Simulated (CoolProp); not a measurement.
Saturated liquid density (kg/m³) of diethyl ether: the reference equation beside estimates from Tc = 194.7 °C, pc = 37.17 bar, ω = 0.282. Rackett uses Z = 0.29056 − 0.08775 ω.

The numbers come from the reference Helmholtz-energy equation of state, Thol 2014 in CoolProp.

```
T (°C)  reference  Rackett  Soave-Redlich-Kwong  Peng-Robinson
------  ---------  -------  -------------------  -------------
98.85       611.0    618.6                548.0          621.9
100.95      607.8      [?]                544.4          617.9
103.15      604.4    611.8                540.7            [?]
105.25      601.1    608.5                537.0          609.5
107.45      597.6    604.9                533.1          605.1
109.55      594.3    601.5                529.3          600.8
111.75      590.7    597.9                525.3            [?]
113.85      587.2    594.3                521.4          591.8
116.05      583.6    590.6                517.2          587.1
118.15      580.0    587.0                513.2          582.5
120.35        [?]    583.2                  [?]          577.6
122.45      572.6    579.5                504.7          572.8
124.65      568.7    575.5                500.2          567.7
126.75      564.9    571.7                495.9          562.8
```

Fill in the missing entries.


- 100.95, Rackett: 615.3
- 103.15, Peng-Robinson: 613.6
- 111.75, Peng-Robinson: 596.3
- 120.35, reference: 576.2
- 120.35, Soave-Redlich-Kwong: 508.9

Absolute difference from the reference over all 14 rows, mean and median: Rackett 1.2 and 1.2 %, Soave-Redlich-Kwong 11.2 and 11.1 %, Peng-Robinson 0.9 and 0.9 %.
